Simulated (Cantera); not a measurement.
## Equilibrium for abatement and gas-phase synthesis: HI + H2O + N2

Feed: 1 mol HI, 0.19 mol H2O, 0.53 mol N2, at 1.00 Torr.

Cantera equilibrium calculation (NASA polynomials, part measured and part estimated; ideal gas, pure solids and liquids). Candidate condensed phases: H2O, I2; 27 gas species. Kinetics and transport are ignored.

From 2173 K to 3373 K nothing is condensed.

```tsv
T (K)	x H	x I	x N2	x H2	x H2O	x O	x OH
2173	0.0577	0.434	0.232	0.191	0.0788	0.000677	0.00319
2323	0.119	0.418	0.222	0.160	0.0656	0.00413	0.00814
2473	0.210	0.391	0.207	0.119	0.0389	0.0162	0.0138
2623	0.311	0.359	0.190	0.0729	0.0129	0.0358	0.0130
2773	0.384	0.338	0.179	0.0355	0.00249	0.0503	0.00738
2923	0.419	0.329	0.174	0.0153	0.000389	0.0566	0.00334
3073	0.434	0.325	0.172	0.00651	6.22e-5	0.0591	0.00146
3223	0.440	0.324	0.171	0.00289	1.11e-5	0.0601	0.000660
3373	0.443	0.323	0.170	0.00136	2.27e-6	0.0605	0.000316
```
x: gas mole fraction; nothing condenses.
